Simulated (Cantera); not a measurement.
Feed: 1 mol BN, a varied amount of HCl, at 1750 K and 1.00 bar.

Equilibrium computed with Cantera from the NASA thermochemical tables; the gas is ideal and each condensed phase is pure. Candidate condensed phases: B, BN, NH4Cl; 21 gas species. Gases not in the tables: BHCl2. Equilibrium is a limit: real reactors are often held back by kinetics, nucleation or transport.

Q: Which condensed phases are stable at each of these points (n(HCl) (mol)): 9.3, 11, 13, 15, 18, 22, 26, 30, 36, 42, 50, 60?

A: 
```json
[
 {"n(HCl) (mol)": "9.3", "condensed phases": "BN(s)", "B condensed (%)": "30.6"},
 {"n(HCl) (mol)": "11", "condensed phases": "BN(s)", "B condensed (%)": "18.0"},
 {"n(HCl) (mol)": "13", "condensed phases": "BN(s)", "B condensed (%)": "3.0"},
 {"n(HCl) (mol)": "15", "condensed phases": "gas only", "B condensed (%)": "0.0"},
 {"n(HCl) (mol)": "18", "condensed phases": "gas only", "B condensed (%)": "0.0"},
 {"n(HCl) (mol)": "22", "condensed phases": "gas only", "B condensed (%)": "0.0"},
 {"n(HCl) (mol)": "26", "condensed phases": "gas only", "B condensed (%)": "0.0"},
 {"n(HCl) (mol)": "30", "condensed phases": "gas only", "B condensed (%)": "0.0"},
 {"n(HCl) (mol)": "36", "condensed phases": "gas only", "B condensed (%)": "0.0"},
 {"n(HCl) (mol)": "42", "condensed phases": "gas only", "B condensed (%)": "0.0"},
 {"n(HCl) (mol)": "50", "condensed phases": "gas only", "B condensed (%)": "0.0"},
 {"n(HCl) (mol)": "60", "condensed phases": "gas only", "B condensed (%)": "0.0"}
]
```

From 9.3 mol HCl to 13 mol HCl the condensed part is BN(s). From 15 mol HCl to 60 mol HCl nothing is condensed.
